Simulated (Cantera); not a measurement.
What does this Cantera script print?

```python
import numpy as np
import cantera as ct

gas = ct.Solution("gri30.yaml")
gas.TPX = 1375, 180000, {'N2O': 1, 'O2': 0.93}
inlet = ct.Reservoir(gas, clone=True)

reactor = ct.IdealGasConstPressureReactor(gas, energy="off", clone=False)
exhaust = ct.Reservoir(gas, clone=True)
tau = [0.67, 0.28, 0.12, 0.052, 0.022, 0.0094, 0.004, 0.0017, 0.00073][0]
for a, b in ((inlet, reactor), (reactor, exhaust)):
    ct.MassFlowController(a, b, mdot=lambda t: reactor.mass / tau)
net = ct.ReactorNet([reactor])
show = ['N2O', 'O2', 'O', 'N2', 'NO']

rows = []
print(f"{'tau/s':>10s}{'T/K':>9s}" + "".join(f"{s:>11s}" for s in show))
for tau in [0.67, 0.28, 0.12, 0.052, 0.022, 0.0094, 0.004, 0.0017, 0.00073]:
    net.initial_time = 0.0
    net.advance(30 * tau)
    before = gas.X
    net.advance(40 * tau)
    drift = np.max(np.abs(gas.X - before) / (gas.X + 1e-9))
    rows.append([gas.T, *gas[show].X, drift])
    print(f"{tau:10.3e}{gas.T:9.1f}" + "".join(f"{x:11.3e}" for x in gas[show].X))
```

Result:

```
     tau/s      T/K        N2O         O2          O         N2         NO
 6.700e-01   1375.0  4.748e-02  5.628e-01  5.214e-06  3.581e-01  3.120e-02
 2.800e-01   1375.0  9.385e-02  5.508e-01  7.291e-06  3.188e-01  3.605e-02
 1.200e-01   1375.0  1.658e-01  5.358e-01  9.697e-06  2.615e-01  3.631e-02
 5.200e-02   1375.0  2.585e-01  5.196e-01  1.217e-05  1.907e-01  3.079e-02
 2.200e-02   1375.0  3.557e-01  5.045e-01  1.437e-05  1.183e-01  2.119e-02
 9.400e-03   1375.0  4.302e-01  4.938e-01  1.590e-05  6.374e-02  1.212e-02
 4.000e-03   1375.0  4.757e-01  4.875e-01  1.677e-05  3.069e-02  6.021e-03
 1.700e-03   1375.0  4.990e-01  4.844e-01  1.717e-05  1.383e-02  2.755e-03
 7.300e-04   1375.0  5.097e-01  4.830e-01  1.730e-05  6.086e-03  1.221e-03
```

Computed with Cantera and GRI-Mech 3.0 (53 species, 325 reactions). GRI-Mech 3.0 was tuned for natural gas; its chemistry of N2O as a main component is partial and can be far from experiment. The mechanism lacks the step 2 NO + O2 → 2 NO2, which can matter for NO2 below about 1400 K. The temperature is held fixed by assumption; the heat of reaction is taken as removed at once.
